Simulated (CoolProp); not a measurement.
Dry air at 898.46 K and 0.49 MPa flows at 0.56 m/s in a round tube of 6 mm bore and 0.25 µm roughness, fully developed (64/Re and Nu = 3.66 if laminar; Colebrook and Gnielinski if turbulent). Each further row changes one setting.

Computed with CoolProp (reference Helmholtz-energy equation of state, Lemmon 2000). It is a pseudo-pure fit of the blend.

```tsv
case	Reynolds number	Darcy friction factor	pressure drop (Pa/m)	heat-transfer coefficient (W/(m² K))	mass flow (kg/h)
as stated	158	0.405	20.1	38.1	0.108
velocity 1.12 m/s	316	0.203	40.2	38.1	0.216
diameter 12 mm	316	0.203	5.02	19.1	0.432
```

Viscosity comes from a separate model (Lemmon 2004). Thermal conductivity comes from a separate model (Lemmon 2004).
